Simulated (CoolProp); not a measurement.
A single-stage vapour-compression cycle with R152A: evaporating at 226.15 K (dew point), condensing at 274.15 K (bubble point), superheat 0 K, subcooling 0 K, compressor efficiency 0.75, no pressure losses. Each further row changes one setting.

Model: reference Helmholtz-energy equation of state, Outcalt 1996, in CoolProp. It is a modified Benedict-Webb-Rubin equation, recast in Helmholtz form.

```
case                              cooling COP  pressure ratio  discharge temperature (K)  refrigerating effect (kJ/kg)  volumetric capacity (kJ/m³)
--------------------------------  -----------  --------------  -------------------------  ----------------------------  ---------------------------
as stated                                2.97            8.43                      324.6                           271                          315
evaporating temperature 231.15 K            …               …                      317.6                           275                          411
condensing temperature 269.15 K          3.38               …                          …                           279                          325
subcooling 5 K                              …            8.43                      324.6                           279                          325
superheat 10 K                              …            8.43                          …                           280                            …
compressor efficiency 0.65               2.57            8.43                      336.9                           271                          315
```

Some entries are withheld; supply them.


- evaporating temperature 231.15 K, cooling COP: 3.46
- evaporating temperature 231.15 K, pressure ratio: 6.43
- condensing temperature 269.15 K, pressure ratio: 7.03
- condensing temperature 269.15 K, discharge temperature (K): 315.9
- subcooling 5 K, cooling COP: 3.06
- superheat 10 K, cooling COP: 2.94
- superheat 10 K, discharge temperature (K): 336.0
- superheat 10 K, volumetric capacity (kJ/m³): 311
